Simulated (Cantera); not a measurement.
# MgSO4 + H2 + CO2 (calcination and drying)

Charge: 1 mol MgSO4, 3 mol H2, 0.57 mol CO2, held at 10000 Pa.

These are equilibrium values from Cantera (NASA tables, ideal gas, pure condensed phases), not measurements of a reactor. Candidate condensed phases: C, C6H6, C7H8, C8H18, H2O, H2SO4, Mg, MgCO3, MgO, Mg(OH)2, MgS, MgSO4, S; 130 gas species. Gases not in the tables: S3 to S7. Kinetics and transport are ignored.

From 725 K to 1550 K the condensed part is MgO(s).

```tsv
T (K)	log p H2O	log p CO2	log p H2S	log p H2	log p SO2	log p S2	log p CO	log p SO	n MgO(s)
725	-1.20	-1.84	-1.90	-4.55	-2.20	-2.50	-6.07	-8.32	1.00
800	-1.19	-1.84	-1.95	-4.05	-2.25	-2.39	-5.33	-7.49	1.00
875	-1.19	-1.84	-1.99	-3.64	-2.29	-2.31	-4.72	-6.81	1.00
950	-1.18	-1.85	-2.04	-3.29	-2.32	-2.26	-4.21	-6.24	1.00
1025	-1.18	-1.85	-2.09	-3.00	-2.34	-2.22	-3.79	-5.75	1.00
1100	-1.18	-1.86	-2.15	-2.76	-2.34	-2.19	-3.44	-5.32	1.00
1175	-1.18	-1.87	-2.21	-2.56	-2.32	-2.17	-3.15	-4.94	1.00
1250	-1.19	-1.90	-2.29	-2.40	-2.29	-2.16	-2.91	-4.59	1.00
1325	-1.20	-1.92	-2.37	-2.27	-2.24	-2.15	-2.72	-4.28	1.00
1400	-1.21	-1.96	-2.46	-2.16	-2.19	-2.16	-2.57	-4.00	1.00
1475	-1.22	-1.99	-2.55	-2.07	-2.13	-2.18	-2.45	-3.75	1.00
1550	-1.23	-2.04	-2.64	-2.00	-2.08	-2.20	-2.36	-3.52	1.000
```
log p: log10 of the partial pressure in bar; n: condensed amount in mol.
